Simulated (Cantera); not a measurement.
A Cantera script and what it prints.

```python
import numpy as np
import cantera as ct

gas_names = """
    TiO O
""".split()
cond_names = """
    Ti(a) Ti(b) Ti(L)
""".split()


# ... load() reads the species with a 1 bar reference pressure and builds the phases ...
species = {s.name: s for s in load("nasa_gas.yaml", gas_names) + load("nasa_condensed.yaml", cond_names)}
# Each term lists the table entries of one substance; the one whose range holds T is used.
reactions = {
    'TiO(g) = Ti + O(g)':
        [(-1, ['TiO']), (1, ['Ti(a)', 'Ti(b)', 'Ti(L)']), (1, ['O'])],
}


def pick(names, T):
    return next(species[n] for n in names if species[n].thermo.min_temp <= T <= species[n].thermo.max_temp)


results = []
for label, terms in reactions.items():
    print(label)
    print("     T/K   dH/kJ  dS/(J/K)   dG/kJ   log10 K")
    for T in [725, 825, 925, 1025, 1125, 1225, 1325, 1425, 1525, 1625, 1725]:
        used = [(nu, pick(names, T)) for nu, names in terms]
        dH = sum(nu * s.thermo.h(T) for nu, s in used) / 1e6
        dS = sum(nu * s.thermo.s(T) for nu, s in used) / 1e3
        dG = dH - T * dS / 1e3
        logK = -dG * 1e6 / (ct.gas_constant * T * np.log(10))
        results.append((label, T, dH, dS, dG, logK, [s.name for _, s in used]))
        print(f"{T:8g} {dH:8.1f} {dS:8.1f} {dG:8.1f} {logK:8.2f}")
```

Output:

```
TiO(g) = Ti + O(g)
     T/K   dH/kJ  dS/(J/K)   dG/kJ   log10 K
     725    200.6    -29.5    222.0   -15.99
     825    202.0    -27.7    224.8   -14.23
     925    203.5    -26.0    227.5   -12.85
    1025    205.0    -24.4    230.0   -11.72
    1125    207.1    -22.5    232.4   -10.79
    1225    212.5    -17.8    234.3    -9.99
    1325    213.7    -16.9    236.1    -9.31
    1425    215.1    -15.9    237.7    -8.71
    1525    216.6    -14.9    239.2    -8.19
    1625    218.2    -13.8    240.7    -7.74
    1725    220.0    -12.7    242.0    -7.33
```

Cantera with NASA thermochemical tables; ideal gases at 1 bar, condensed phases pure. Condensed species are held in their standard states even where they would react or evaporate.
